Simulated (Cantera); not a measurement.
**MgO + F2 + O2 + HF (oxide etching and cleaning by halides)**

Input: 1 mol MgO, 7.3 mol F2, 1.1 mol O2, 2.6 mol HF, at 977 °C and 0.0133 bar.

These are equilibrium values from Cantera (NASA tables, ideal gas, pure condensed phases), not measurements of a reactor. Candidate condensed phases: H2O, Mg, MgF2, MgO, Mg(OH)2; 31 gas species. Kinetics and transport are ignored.

```
Quantity                              Value
--------------------------------  ---------
x(F)                                  0.733
x(HF)                                 0.157
x(O2)                                0.0966
x(F2)                                0.0139
x(MgF2)                             1.03e-5
x(FO)                               5.09e-6
x(FO2)                              1.42e-6
n(MgF2(s))                        1.000 mol
gas amount                        16.57 mol
log10 activity of Mg(l) (absent)     -34.17
```
